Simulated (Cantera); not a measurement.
A freely propagating, adiabatic, planar premixed flame of 8.96 % CH₃OH, 15.8 % O₂, 75.3 % N₂, equivalence ratio 0.85, unburnt at 698 K and 0.600 bar; mixture-averaged transport, grid criteria slope 0.08 and curve 0.16, no radiation.

Model: GRI-Mech 3.0 (53 species, 325 reactions), integrated in Cantera. GRI-Mech 3.0 was tuned for natural gas; its chemistry of methanol as a main component is partial and can be far from experiment. Burning velocities carry a grid error of a few per cent, more on coarse grids.

### Question
Predict: laminar burning velocity; thermal thickness; peak x(CH₄); peak x(CH₂); peak x(HCN); peak x(H).

### Answer
| Quantity | Result |
|---|---|
| laminar burning velocity | 124 cm/s |
| thermal thickness | 0.531 mm |
| peak x(CH₄) | 5.30e-5 |
| peak x(CH₂) | 5.07e-6 |
| peak x(HCN) | 8.47e-8 |
| peak x(H) | 0.00741 |
